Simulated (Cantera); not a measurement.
A closed system holds: 1 mol C2H2, 0.042 mol H2O, held at 2075 K and 1330 Pa.

These are equilibrium values from Cantera (NASA tables, ideal gas, pure condensed phases), not measurements of a reactor. Candidate condensed phases: C, C6H6, C7H8, C8H18, H2O; 110 gas species. Rates play no part.

Base state: H2 0.938, CO 0.0383, H 0.0223, C2H2 (acetylene) 0.00116 (mole fractions); condensed: C(graphite).

What changes in the equilibrium state with this change: temperature from 2075 K to 823 K?


| species | before | after |
|---|---|---|
| H2 | 0.938 | 0.950 |
| CO | 0.0383 | 0.0326 |
| CH4 | 4.11e-6 | 0.0112 |
| H | 0.0223 | <1e-9 |
| C2H2 (acetylene) | 0.00116 | <1e-9 |
| CO2 | <1e-9 | 0.000678 |
| H2O | 4.21e-8 | 0.00547 |
| C(graphite), mol | 1.96 | 1.95 |

What changes in the equilibrium state with this change: pressure from 1330 Pa to 25.0 Pa?


```json
[
 {"species": "H2", "before": "0.938", "after": "0.811"},
 {"species": "H", "before": "0.0223", "after": "0.152"},
 {"species": "CO", "before": "0.0383", "after": "0.0358"},
 {"species": "C2H2 (acetylene)", "before": "0.00116", "after": "0.00101"},
 {"species": "C(graphite), mol", "before": "1.96", "after": "1.96"}
]
```

What changes in the equilibrium state with this change: pressure from 1330 Pa to 450 Pa?


```csv
species,before,after
H2,0.938,0.923
H,0.0223,0.0381
CO,0.0383,0.0380
C2H2 (acetylene),0.00116,0.00114
"C(graphite), mol",1.96,1.96
```
